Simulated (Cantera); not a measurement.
Input: 1 mol Fe3O4, 0.55 mol CH4, 2 mol CO, held at 1225 °C and 4800 Pa.

Equilibrium computed with Cantera from the NASA thermochemical tables; the gas is ideal and each condensed phase is pure. Candidate condensed phases: C, C6H6, C7H8, C8H18, Fe, Fe(CO)5, FeO, Fe(OH)2, Fe(OH)3, Fe2O3, Fe3O4, H2O; 114 gas species. Mutual solubility and eutectic melting of coexisting phases are not modelled. The tables' stoichiometric FeO is somewhat more stable than real wüstite, so its field is too wide. FeO: taken at fixed stoichiometry. The numbers say what is thermodynamically allowed, not how fast it happens.

Base state: CO 0.601, H2 0.213, CO2 0.0974, H2O 0.0888, H 3.62e-5 (mole fractions); condensed: Fe(γ) + FeO(s).

**Question.** What changes in the equilibrium state with this change: temperature from 1225 °C to 1850 °C?

**Answer.** 
```json
[
 {"species": "CO", "before": "0.601", "after": "0.618"},
 {"species": "H2", "before": "0.213", "after": "0.195"},
 {"species": "H2O", "before": "0.0888", "after": "0.0929"},
 {"species": "CO2", "before": "0.0974", "after": "0.0586"},
 {"species": "Fe", "before": "2.99e-6", "after": "0.0278"},
 {"species": "FeO", "before": "4.94e-9", "after": "0.000349"},
 {"species": "O", "before": "<1e-9", "after": "1.12e-5"},
 {"species": "Fe(γ), mol", "before": "0.230", "after": "0"},
 {"species": "FeO(s), mol", "before": "2.77", "after": "0"},
 {"species": "Fe(l), mol", "before": "0", "after": "0.0186"},
 {"species": "FeO(l), mol", "before": "0", "after": "2.88"}
]
```
Each liquid is taken as pure.

**Question.** What changes in the equilibrium state with this change: Fe3O4 replaced by Cu2O?

**Answer.** 
```json
[
 {"species": "CO", "before": "0.601", "after": "0.636"},
 {"species": "H2", "before": "0.213", "after": "0.240"},
 {"species": "CO2", "before": "0.0974", "after": "0.0624"},
 {"species": "H2O", "before": "0.0888", "after": "0.0609"},
 {"species": "Cu", "before": "0", "after": "0.000166"},
 {"species": "H", "before": "3.62e-5", "after": "3.85e-5"},
 {"species": "Fe(γ), mol", "before": "0.230", "after": "0"},
 {"species": "FeO(s), mol", "before": "2.77", "after": "0"},
 {"species": "Cu(l), mol", "before": "0", "after": "2.00"}
]
```
Further candidate phases: Cu, CuO, Cu(OH)2, Cu2O.
